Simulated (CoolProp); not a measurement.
c-C4F8 (RC318) at 451.3 K and 6.98 MPa flows at 0.092 m/s in a round tube of 10 mm bore and 0.25 µm roughness, fully developed (64/Re and Nu = 3.66 if laminar; Colebrook and Gnielinski if turbulent). Each further row changes one setting.

Model: reference Helmholtz-energy equation of state, Platzer 1990, in CoolProp. This equation is an older, rougher fit; its heat capacities, sound speeds and derivatives of the liquid may be far off and weren't checked against measurements.

```tsv
case	Reynolds number	Darcy friction factor	pressure drop (Pa/m)	heat-transfer coefficient (W/(m² K))	mass flow (kg/h)
as stated	12400	[?]	8.54	216	[?]
velocity 0.184 m/s	24900	0.0246	28.8	389	35.9
diameter 20 mm	24900	0.0246	[?]	[?]	71.9
```

**Question.** Fill in the missing entries.

**Answer.** 
- as stated, Darcy friction factor: 0.0292
- as stated, mass flow (kg/h): 18.0
- diameter 20 mm, pressure drop (Pa/m): 3.59
- diameter 20 mm, heat-transfer coefficient (W/(m² K)): 194

Viscosity comes from a separate model (Huber 2003), an estimate that may be off by 10 % or more. Thermal conductivity comes from a separate model (Huber 2003), an estimate that may be off by 10 % or more.
